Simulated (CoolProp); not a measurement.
Vapour-liquid equilibrium of CHF3 (R23) (1) + isopentane (2) at -9.45 °C; x and y are mole fractions of (1).

Model: multi-fluid Helmholtz-energy mixture model, Penoncello 2003 and Lemmon 2006; pair parameters Bell 2016, in CoolProp.

Give the bubble pressure and the first vapour's composition at x = 0.35, 0.55, 0.95. Is there an azeotrope?

x = 0.35: 14.02 bar, y = 0.978; x = 0.55: 15.12 bar, y = 0.980; x = 0.95: 18.07 bar, y = 0.993. No azeotrope shows between x = 0.05 and 0.95.

The pair parameters rest on a limited set of measurements; away from them the model extrapolates. The gap from Raoult's law changes sign with composition, which may be real or a fault of the pair parameters; it wasn't checked against measurements. With so large a gap from Raoult's law the liquid may split in two, which this calculation doesn't test in full.
